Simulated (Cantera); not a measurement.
An isothermal, constant-pressure homogeneous reactor starts with C₂H₆ : N₂ = 1 : 2.8 (molar parts), at 1750 K and 0.00110 bar.

Cantera simulation using GRI-Mech 3.0 (53 species, 325 reactions); the numbers are that mechanism's predictions, not measurements. GRI-Mech 3.0 stops at C3 and has no aromatics, soot or wall deposition, so with more carbon than oxygen in the feed, carbon stays in small species such as C2H2 where larger ones or solid carbon would form. Radical loss at walls, strong at low pressure, is not modelled.

One state of this run: x C₂H₆ = 2.08e-8; x CH₃ = 0.000176; x C₂H = 6.84e-6; x CH₄ = 0.00154; x C₂H₂ = 0.172; x HCN = 1.74e-5. x: mole fraction; the columns are a selection and need not sum to one.

Task: Which value of t (s) does it belong to?
(A) 3.51
(B) 0.00236
(C) 0.308
(D) 11.8

Result: D, 11.8
